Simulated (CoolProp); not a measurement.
Values from CoolProp's reference Helmholtz-energy equation of state, Thol 2016.

Give the vapour pressure (bar), liquid density (kg/m³), enthalpy of vaporisation (kJ/kg), liquid cp (kJ/(kg K)) of saturated hexamethyldisiloxane (MM) at 313.4, 389.7 K.


| T (K) | p (bar) | liquid density (kg/m³) | enthalpy of vaporisation (kJ/kg) | liquid cp (kJ/(kg K)) |
|---|---|---|---|---|
| 313.4 | 0.115 | 743 | 222 | 1.94 |
| 389.7 | 1.58 | 655 | 184 | 2.17 |
